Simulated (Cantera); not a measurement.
What does this Cantera script print?

```python
import numpy as np
import cantera as ct

gas = ct.Solution("h2o2.yaml")
gas.TPX = 1225, 510, {'H2': 0.24, 'O2': 0.36}
inlet = ct.Reservoir(gas, clone=True)

reactor = ct.IdealGasConstPressureReactor(gas, energy="off", clone=False)
exhaust = ct.Reservoir(gas, clone=True)
tau = [25, 9, 3.2, 1.1, 0.4, 0.14, 0.049, 0.017, 0.0062, 0.0022][0]
for a, b in ((inlet, reactor), (reactor, exhaust)):
    ct.MassFlowController(a, b, mdot=lambda t: reactor.mass / tau)
net = ct.ReactorNet([reactor])
show = ['H2', 'O2', 'H2O2', 'O', 'OH', 'H2O', 'H']

rows = []
print(f"{'tau/s':>10s}{'T/K':>9s}" + "".join(f"{s:>11s}" for s in show))
for tau in [25, 9, 3.2, 1.1, 0.4, 0.14, 0.049, 0.017, 0.0062, 0.0022]:
    net.initial_time = 0.0
    net.advance(30 * tau)
    before = gas.X
    net.advance(40 * tau)
    drift = np.max(np.abs(gas.X - before) / (gas.X + 1e-9))
    rows.append([gas.T, *gas[show].X, drift])
    print(f"{tau:10.3e}{gas.T:9.1f}" + "".join(f"{x:11.3e}" for x in gas[show].X))
```

It prints:

```
     tau/s      T/K         H2         O2       H2O2          O         OH        H2O          H
 2.500e+01   1225.0  6.419e-04  4.984e-01  1.751e-07  1.142e-03  2.258e-03  4.972e-01  2.873e-04
 9.000e+00   1225.0  1.263e-03  4.973e-01  2.327e-07  2.258e-03  3.173e-03  4.952e-01  7.997e-04
 3.200e+00   1225.0  2.486e-03  4.953e-01  2.929e-07  4.482e-03  4.461e-03  4.910e-01  2.240e-03
 1.100e+00   1225.0  4.933e-03  4.913e-01  3.414e-07  9.012e-03  6.294e-03  4.820e-01  6.403e-03
 4.000e-01   1225.0  9.181e-03  4.841e-01  3.540e-07  1.715e-02  8.571e-03  4.641e-01  1.684e-02
 1.400e-01   1225.0  1.635e-02  4.706e-01  3.181e-07  3.189e-02  1.132e-02  4.273e-01  4.257e-02
 4.900e-02   1225.0  2.533e-02  4.506e-01  2.487e-07  5.257e-02  1.371e-02  3.687e-01  8.905e-02
 1.700e-02   1225.0  3.366e-02  4.333e-01  1.956e-07  6.983e-02  1.508e-02  3.116e-01  1.365e-01
 6.200e-03   1225.0  4.404e-02  4.290e-01  1.816e-07  7.471e-02  1.598e-02  2.762e-01  1.601e-01
 2.200e-03   1225.0  6.734e-02  4.389e-01  1.944e-07  6.822e-02  1.710e-02  2.454e-01  1.631e-01
```

Computed with Cantera and the H2/O2 subset of GRI-Mech 3.0, which has no nitrogen chemistry. Radical loss at walls, strong at low pressure, is not modelled. The temperature is held fixed by assumption; the heat of reaction is taken as removed at once.
